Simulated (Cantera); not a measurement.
A perfectly stirred reactor is fed with 2.60 % C2H6, 17.2 % O2, 64.6 % N2, 11.7 % H2O, 3.91 % CO2, equivalence ratio 0.53, at 0.207 atm; it is adiabatic with a 375 K inlet, and is followed from long to short residence time, starting on the burning branch (τ in s: 0.13, 0.055, 0.023, 0.0094, 0.0039, 0.0016, 0.00067, 0.00028, 0.00012, 4.8e-05).

Detailed kinetics in Cantera: GRI-Mech 3.0 (53 species, 325 reactions).

x: mole fraction; the columns are a selection and need not sum to one.

| τ (s) | T (K) | x C2H6 | x O2 | x H2O | x CH2 | x CH2CO | x C2H2 | x OH |
|---|---|---|---|---|---|---|---|---|
| 0.13 | 1394 | 6.85e-6 | 0.0800 | 0.192 | 3.96e-8 | (withheld) | 1.88e-6 | 0.00101 |
| 0.055 | 1384 | 1.24e-5 | 0.0803 | 0.191 | 9.61e-8 | (withheld) | 1.97e-6 | 0.00123 |
| 0.023 | 1368 | 2.38e-5 | 0.0811 | 0.190 | 2.22e-7 | (withheld) | 2.01e-6 | 0.00143 |
| 0.0094 | 1338 | 5.16e-5 | 0.0827 | 0.189 | 4.95e-7 | (withheld) | 2.14e-6 | 0.00151 |
| 0.0039 | 375 | 0.0260 | 0.172 | 0.117 | <1e-12 | <1e-12 | <1e-12 | <1e-12 |
| 0.0016 | 375 | 0.0260 | 0.172 | 0.117 | <1e-12 | <1e-12 | <1e-12 | <1e-12 |
| 0.00067 | 375 | 0.0260 | 0.172 | 0.117 | <1e-12 | <1e-12 | <1e-12 | <1e-12 |
| 0.00028 | 375 | 0.0260 | 0.172 | 0.117 | <1e-12 | <1e-12 | <1e-12 | <1e-12 |
| 0.00012 | 375 | 0.0260 | 0.172 | 0.117 | <1e-12 | <1e-12 | <1e-12 | <1e-12 |
| 4.8e-5 | 375 | 0.0260 | 0.172 | 0.117 | <1e-12 | <1e-12 | <1e-12 | <1e-12 |

Question: What belongs in the gaps?

Answer: 
- 0.13, x CH2CO: 6.56e-6
- 0.055, x CH2CO: 9.19e-6
- 0.023, x CH2CO: 1.26e-5
- 0.0094, x CH2CO: 1.84e-5
